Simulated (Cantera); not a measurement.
Input: 1 mol BCl3, 0.16 mol H2O, held at 0.100 bar.

These are equilibrium values from Cantera (NASA tables, ideal gas, pure condensed phases), not measurements of a reactor. Candidate condensed phases: B, B2O3, B3O3H3, H2O; 33 gas species. The tables' values for BOCl, BCl2 are old estimates; treat these amounts as uncertain. Equilibrium is a limit: real reactors are often held back by kinetics, nucleation or transport. All values below are at 1125 °C.

Base state: BCl3 0.691, HCl 0.263, B3O3Cl3 0.0432, BOCl 0.00201, Cl 0.000283, H2 0.000131, BCl2 4.05e-5, Cl2 1.03e-5 (mole fractions); condensed: gas only.

Task: What changes in the equilibrium state with this change: BCl3 replaced by B2O3?

Result: 
```
species         before    after
------------  --------  -------
H2O            4.66e-7    0.969
HBO2           8.64e-6   0.0285
(HBO2)3          <1e-9  0.00184
BCl3             0.691        0
HCl              0.263        0
B3O3Cl3         0.0432        0
BOCl           0.00201        0
Cl            0.000283        0
B2O3(l), mol         0    0.997
```
Gases not in the tables: H3BO3.

Task: What changes in the equilibrium state with this change: H2O from 0.16 to 0.4 mol?

Result: 
| species | before | after |
|---|---|---|
| HCl | 0.263 | 0.520 |
| BCl3 | 0.691 | 0.391 |
| B3O3Cl3 | 0.0432 | 0.0859 |
| HBO2 | 8.64e-6 | 4.78e-5 |
| B2O3 | 4.38e-6 | 1.54e-5 |
